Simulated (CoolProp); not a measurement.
Oxygen along the isotherm 150.6 K: Z from the reference equation and from simpler models built on Tc = 154.6 K, pc = 5.046 MPa, ω = 0.022; each cubic takes its own stable root.

Values from CoolProp's reference Helmholtz-energy equation of state, Schmidt 1985.

```
p (MPa)   phase  reference
-------  ------  ---------
1.58        gas     0.8761
3.15        gas     0.7141
4.73     liquid     0.1747
6.31     liquid     0.2157
7.89     liquid     0.2586
9.46     liquid     0.3010
11       liquid     0.3421
12.6     liquid     0.3842
14.2     liquid     0.4257
15.8     liquid     0.4667
17.3     liquid     0.5046
18.9     liquid     0.5447
20.5     liquid     0.5844
22.1     liquid     0.6236
23.7     liquid     0.6625
25.2     liquid     0.6987
```

### Question
How far does each simpler model (van der Waals, Redlich-Kwong, Soave-Redlich-Kwong) lie from the reference over these 16 states: mean and median of the absolute difference, and the worst?

### Answer
- van der Waals: mean 30.1 %, median 31.8 %, worst +47.7 % at 150.6 K and 4.73 MPa
- Redlich-Kwong: mean 4.6 %, median 3.3 %, worst +16.1 % at 150.6 K and 4.73 MPa
- Soave-Redlich-Kwong: mean 4.6 %, median 3.3 %, worst +16.0 % at 150.6 K and 4.73 MPa
